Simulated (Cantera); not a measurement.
A freely propagating, adiabatic, planar premixed flame of 6.65 % CH₄, 0.366 % C₂H₆, 2.06 % C₃H₈, 19.1 % O₂, 71.8 % N₂, equivalence ratio 1.3, unburnt at 498 K and 0.530 bar; unity-Lewis-number transport, grid criteria slope 0.08 and curve 0.16, no radiation.

Cantera simulation using GRI-Mech 3.0 (53 species, 325 reactions); the numbers are that mechanism's predictions, not measurements. GRI-Mech 3.0 was tuned for natural gas; its chemistry of propane as a main component is partial and can be far from experiment. Unity Lewis numbers drop preferential diffusion, which matters most where H2 and H carry the flame. Burning velocities carry a grid error of a few per cent, more on coarse grids.

Task: Predict: laminar burning velocity; thermal thickness; peak x(HCO); peak x(CO).

Result: 
| Quantity | Value |
|---|---|
| laminar burning velocity | 59.5 cm/s |
| thermal thickness | 0.792 mm |
| peak x(HCO) | 5.11e-5 |
| peak x(CO) | 0.0777 |
